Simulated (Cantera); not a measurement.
An isothermal, constant-pressure homogeneous reactor starts with H2 : O2 = 0.018 : 1 (molar parts), equivalence ratio 0.0090, at 1423 K and 0.00420 bar. Integrator tolerance rtol = 1e-08.

Detailed kinetics in Cantera: GRI-Mech 3.0 (53 species, 325 reactions). Radical loss at walls, strong at low pressure, is not modelled.

| quantity | before | after |
|---|---|---|
| x(H2) at 3.00 s | 4.90e-5 (gas-phase equilibrium 1.78e-7) | 9.56e-5 (gas-phase equilibrium 1.19e-6) |
| x(O2) at 3.00 s | 0.975 (gas-phase equilibrium 0.982) | 0.884 (gas-phase equilibrium 0.887) |
| x(O) at 3.00 s | 0.00596 (gas-phase equilibrium 2.07e-5) | 0.00159 (gas-phase equilibrium 1.97e-5) |
| x(HO2) at 3.00 s | 1.34e-7 (gas-phase equilibrium 3.71e-8) | 2.10e-7 (gas-phase equilibrium 8.67e-8) |
| x(OH) at 3.00 s | 0.00156 (gas-phase equilibrium 9.43e-5) | 0.00207 (gas-phase equilibrium 0.000232) |
| x(H2O) at 3.00 s | 0.0168 (gas-phase equilibrium 0.0178) | 0.112 (gas-phase equilibrium 0.113) |
| x(H2O2) at 3.00 s | 3.88e-9 (gas-phase equilibrium 1.48e-10) | 9.15e-9 (gas-phase equilibrium 8.97e-10) |

Question: Which change was made?
A. temperature 1423 to 1100 K
B. O2 1 to 0.15 parts
C. H2 0.018 to 0.0024 parts
D. pressure from 0.00420 bar to 0.0310 bar

Answer: B, O2 1 to 0.15 parts
